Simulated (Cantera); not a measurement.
An isothermal, constant-pressure homogeneous reactor starts with H2 : O2 : N2 : H2O = 0.041 : 1 : 2.2 : 0.037 (molar parts), at 1350 K and 0.00230 bar.

Detailed kinetics in Cantera: the H2/O2 subset of GRI-Mech 3.0, which has no nitrogen chemistry. Radical loss at walls, strong at low pressure, is not modelled.

x: mole fraction; the columns are a selection and need not sum to one.

```
t (s)         x H2   x O2     x HO2   x H2O    x H2O2
--------  --------  -----  --------  ------  --------
0.000100    0.0125  0.305  7.60e-10  0.0113    <1e-12
0.000228    0.0125  0.305       [?]  0.0113    <1e-12
0.000521    0.0125  0.305       [?]  0.0113    <1e-12
0.00119     0.0125  0.305       [?]  0.0113  3.35e-12
0.00271     0.0125  0.305       [?]  0.0113  1.66e-11
0.00620     0.0125  0.305       [?]  0.0113  7.74e-11
0.0141      0.0125  0.305       [?]  0.0113  3.19e-10
0.0323     0.00212  0.296       [?]  0.0195   6.70e-9
0.0737    0.000314  0.295   1.08e-7  0.0218   4.04e-9
0.168     0.000310  0.295   1.08e-7  0.0218   4.03e-9
0.384     0.000302  0.295   1.07e-7  0.0218   4.01e-9
0.876     0.000285  0.295   1.05e-7  0.0220   3.95e-9
2.00      0.000250  0.296   1.00e-7  0.0222   3.83e-9
```

Problem. Some entries are withheld; supply them.

Solution. 
- 0.000228, x HO2: 1.73e-9
- 0.000521, x HO2: 3.96e-9
- 0.00119, x HO2: 9.03e-9
- 0.00271, x HO2: 2.06e-8
- 0.00620, x HO2: 4.68e-8
- 0.0141, x HO2: 1.06e-7
- 0.0323, x HO2: 1.24e-7
